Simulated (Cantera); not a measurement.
Cantera run, input and output.

```python
import numpy as np
import cantera as ct

gas = ct.Solution("gri30.yaml")
gas.TPX = 598, 101325, {'CH3OH': 1, 'O2': 1.25, 'N2': 4.7, 'H2O': 0.032}
inlet = ct.Reservoir(gas, clone=True)
gas.equilibrate("HP")  # start burning
reactor = ct.IdealGasConstPressureReactor(gas, energy="on", clone=False)
exhaust = ct.Reservoir(gas, clone=True)
tau = [0.22, 0.065, 0.019, 0.0058, 0.0017, 0.00052, 0.00016, 4.6e-05, 1.4e-05][0]
for a, b in ((inlet, reactor), (reactor, exhaust)):
    ct.MassFlowController(a, b, mdot=lambda t: reactor.mass / tau)
net = ct.ReactorNet([reactor])
show = ['CH3OH', 'O2', 'NO', 'OH', 'HCO', 'CH4']

rows = []
print(f"{'tau/s':>10s}{'T/K':>9s}" + "".join(f"{s:>11s}" for s in show))
for tau in [0.22, 0.065, 0.019, 0.0058, 0.0017, 0.00052, 0.00016, 4.6e-05, 1.4e-05]:
    net.initial_time = 0.0
    net.advance(30 * tau)
    before = gas.X
    net.advance(40 * tau)
    drift = np.max(np.abs(gas.X - before) / (gas.X + 1e-9))
    rows.append([gas.T, *gas[show].X, drift])
    print(f"{tau:10.3e}{gas.T:9.1f}" + "".join(f"{x:11.3e}" for x in gas[show].X))
```

Result:

```
     tau/s      T/K      CH3OH         O2         NO         OH        HCO        CH4
 2.200e-01   2320.9  3.533e-07  8.874e-04  7.730e-04  3.381e-03  3.469e-08  1.484e-07
 6.500e-02   2307.9  9.993e-07  1.314e-03  6.788e-04  4.062e-03  8.210e-08  2.714e-07
 1.900e-02   2279.2  2.554e-06  2.325e-03  4.905e-04  5.334e-03  2.392e-07  3.874e-07
 5.800e-03   2229.8  5.975e-06  4.143e-03  2.860e-04  7.010e-03  7.227e-07  5.943e-07
 1.700e-03   2156.2  1.467e-05  6.885e-03  1.489e-04  8.724e-03  2.304e-06  1.286e-06
 5.200e-04   2075.3  3.810e-05  1.007e-02  8.370e-05  9.769e-03  7.055e-06  3.697e-06
 1.600e-04   1997.6  1.144e-04  1.418e-02  4.846e-05  9.761e-03  2.206e-05  1.327e-05
 4.600e-05   1881.5  5.668e-04  2.600e-02  1.829e-05  6.929e-03  8.576e-05  8.114e-05
 1.400e-05    598.0  1.432e-01  1.790e-01  1.163e-19  1.119e-25  4.274e-30  8.489e-18
```

Model: GRI-Mech 3.0 (53 species, 325 reactions), integrated in Cantera. GRI-Mech 3.0 was tuned for natural gas; its chemistry of methanol as a main component is partial and can be far from experiment.
